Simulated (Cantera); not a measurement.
# Thermodynamics of halide evaporation, hydrolysis and transport, feed FeCl3 + HCl + N2

A closed system holds: 1 mol FeCl3, 0.48 mol HCl, 13 mol N2, held at 1798 K.

Equilibrium computed with Cantera from the NASA thermochemical tables; the gas is ideal and each condensed phase is pure. Candidate condensed phases: Fe, FeCl2, FeCl3, NH4Cl; 18 gas species. Kinetics and transport are ignored.

```json
[
 {"P (Pa)": "0.100", "x N2": "0.738", "x Cl": "0.179", "x FeCl2": "0.000980", "x Fe": "0.0558", "x HCl": "0.0169", "x Cl2": "3.26e-7"},
 {"P (Pa)": "0.720", "x N2": "0.773", "x Cl": "0.139", "x FeCl2": "0.0211", "x Fe": "0.0382", "x HCl": "0.0255", "x Cl2": "1.42e-6"},
 {"P (Pa)": "5.20", "x N2": "0.828", "x Cl": "0.0776", "x FeCl2": "0.0573", "x Fe": "0.00638", "x HCl": "0.0295", "x Cl2": "3.20e-6"},
 {"P (Pa)": "37", "x N2": "0.839", "x Cl": "0.0651", "x FeCl2": "0.0643", "x Fe": "0.000201", "x HCl": "0.0308", "x Cl2": "1.60e-5"},
 {"P (Pa)": "270", "x N2": "0.840", "x Cl": "0.0644", "x FeCl2": "0.0646", "x Fe": "3.88e-6", "x HCl": "0.0310", "x Cl2": "0.000114"},
 {"P (Pa)": "1900", "x N2": "0.841", "x Cl": "0.0629", "x FeCl2": "0.0645", "x Fe": "8.18e-8", "x HCl": "0.0310", "x Cl2": "0.000768"},
 {"P (Pa)": "14000", "x N2": "0.844", "x Cl": "0.0551", "x FeCl2": "0.0637", "x Fe": "1.95e-9", "x HCl": "0.0312", "x Cl2": "0.00433"},
 {"P (Pa)": "100000", "x N2": "0.855", "x Cl": "0.0352", "x FeCl2": "0.0604", "x Fe": "8.86e-11", "x HCl": "0.0316", "x Cl2": "0.0126"}
]
```
x: gas mole fraction; nothing condenses.

From 0.100 Pa to 1.00 bar nothing is condensed. The main Fe-bearing gas is Fe at 0.100 Pa and FeCl2 at 1.00 bar.
